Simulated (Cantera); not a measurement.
An adiabatic, constant-volume homogeneous reactor starts with CH4 : CO : O2 : N2 = 1 : 1.2 : 8.12 : 30.5 (molar parts), equivalence ratio 0.32, at 1675 K and 0.711 atm. Integrator tolerance rtol = 1e-08.

Cantera simulation using GRI-Mech 3.0 (53 species, 325 reactions); the numbers are that mechanism's predictions, not measurements.

### Question
What does this change do: pressure from 0.711 atm to 2.07 atm?

### Answer
| quantity | before | after |
|---|---|---|
| time of steepest temperature rise | 0.276 ms | 0.105 ms |
| temperature at 9.00 s | 2449 K | 2476 K |
| equilibrium temperature | 2449 K | 2476 K |
| x(CH4) at 9.00 s | <1e-12 (gas-phase equilibrium <1e-12) | <1e-12 (gas-phase equilibrium <1e-12) |
| x(CO) at 9.00 s | 0.00389 (gas-phase equilibrium 0.00389) | 0.00271 (gas-phase equilibrium 0.00271) |
| x(O2) at 9.00 s | 0.127 (gas-phase equilibrium 0.127) | 0.127 (gas-phase equilibrium 0.127) |
| x(N2O) at 9.00 s | 8.77e-7 (gas-phase equilibrium 8.77e-7) | 1.59e-6 (gas-phase equilibrium 1.59e-6) |
| x(C2H4) at 9.00 s | <1e-12 (gas-phase equilibrium <1e-12) | <1e-12 (gas-phase equilibrium <1e-12) |
| x(CH2O) at 9.00 s | <1e-12 (gas-phase equilibrium <1e-12) | 1.31e-12 (gas-phase equilibrium 1.31e-12) |
| x(C2H2) at 9.00 s | <1e-12 (gas-phase equilibrium <1e-12) | <1e-12 (gas-phase equilibrium <1e-12) |

### Question
What does this change do: pressure from 0.711 atm to 9.87 atm?

### Answer
```
quantity                                                            before                                      after
---------------------------------  ---------------------------------------  -----------------------------------------
time of steepest temperature rise                                 0.276 ms                                    28.9 µs
temperature at 9.00 s                                               2449 K                                     2506 K
equilibrium temperature                                             2449 K                                     2506 K
x(CH4) at 9.00 s                     <1e-12 (gas-phase equilibrium <1e-12)      <1e-12 (gas-phase equilibrium <1e-12)
x(CO) at 9.00 s                    0.00389 (gas-phase equilibrium 0.00389)    0.00148 (gas-phase equilibrium 0.00148)
x(O2) at 9.00 s                        0.127 (gas-phase equilibrium 0.127)        0.127 (gas-phase equilibrium 0.127)
x(N2O) at 9.00 s                   8.77e-7 (gas-phase equilibrium 8.77e-7)    3.67e-6 (gas-phase equilibrium 3.67e-6)
x(C2H4) at 9.00 s                    <1e-12 (gas-phase equilibrium <1e-12)      <1e-12 (gas-phase equilibrium <1e-12)
x(CH2O) at 9.00 s                    <1e-12 (gas-phase equilibrium <1e-12)  1.85e-12 (gas-phase equilibrium 1.85e-12)
x(C2H2) at 9.00 s                    <1e-12 (gas-phase equilibrium <1e-12)      <1e-12 (gas-phase equilibrium <1e-12)
```
